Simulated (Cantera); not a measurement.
Feed: 1 mol borazine, 0.26 mol H₂O, 180 mol H₂, held at 1377 °C and 55.0 mbar.

Cantera equilibrium calculation (NASA polynomials, part measured and part estimated; ideal gas, pure solids and liquids). Candidate condensed phases: B, BN, B₂O₃, B₃O₃H₃, H₂O; 39 gas species. The feed counts by its element totals alone. Kinetics and transport are ignored.

Base state: H₂ 0.998, HBO 0.00135, N₂ 0.000697, H 0.000387, HBO₂ 1.27e-5, H₂O 1.19e-5, BO 1.11e-5 (mole fractions); condensed: BN(s).

Task: What changes in the equilibrium state with this change: temperature from 1377 °C to 650 °C?

Result: 
| species | before | after |
|---|---|---|
| H₂ | 0.998 | 0.999 |
| N₂ | 0.000697 | 0.000381 |
| H₂O | 1.19e-5 | 0.000274 |
| HBO | 0.00135 | 1.81e-9 |
| H | 0.000387 | 1.04e-9 |
| HBO₂ | 1.27e-5 | 3.20e-7 |
| BO | 1.11e-5 | <1e-9 |
| BN(s), mol | 2.74 | 2.86 |
| B₂O₃(l), mol | 0 | 0.0699 |
